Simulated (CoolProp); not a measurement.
A Linde-Hampson liquefier for CF4 (R14): isothermal reversible compression at 280 K from 1 atm to 15 MPa, throttling to 1 atm, return gas leaving the recuperator 2 K below the feed. Each further row changes one setting.

Values from CoolProp's reference Helmholtz-energy equation of state, Platzer 1990. This equation is an older, rougher fit; its heat capacities, sound speeds and derivatives of the liquid may be far off and weren't checked against measurements.

| case | liquid yield per pass | compression work (kJ/kg of gas) |
|---|---|---|
| as stated | … | 116 |
| high pressure 30 MPa | … | 131 |
| warm-end temperature 310 K | … | 135 |
| warm-end gap 7 K | … | 116 |

Question: Some entries are withheld; supply them.

Answer: 
- as stated, liquid yield per pass: 0.304
- high pressure 30 MPa, liquid yield per pass: 0.340
- warm-end temperature 310 K, liquid yield per pass: 0.215
- warm-end gap 7 K, liquid yield per pass: 0.293
